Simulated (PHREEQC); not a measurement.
Make-up at 25 °C: 5.3e-05 mol Na2HAsO4 per kg of water. Closed to the air; pH follows from the charge balance.

The numbers come from PHREEQC with the ion-association model, wateq4f.dat.

| Property | Value |
|---|---|
| pH | 8.42 |
| ionic strength | 0.000156 mol/kgw |
| total alkalinity | 0.0530 meq/kg |

| species | molality | activity | log γ |
|---|---|---|---|
| Na+ | 0.000106 | 0.000105 | -0.006 |
| HAsO4-2 | 5.03e-5 | 4.75e-5 | -0.025 |
| H2AsO4- | 2.67e-6 | 2.64e-6 | -0.006 |
| OH- | 2.65e-6 | 2.61e-6 | -0.006 |
| AsO4-3 | 3.15e-8 | 2.77e-8 | -0.056 |
| H+ | 3.89e-9 | 3.84e-9 | -0.006 |

This is a speciation only: nothing precipitates in the calculation.
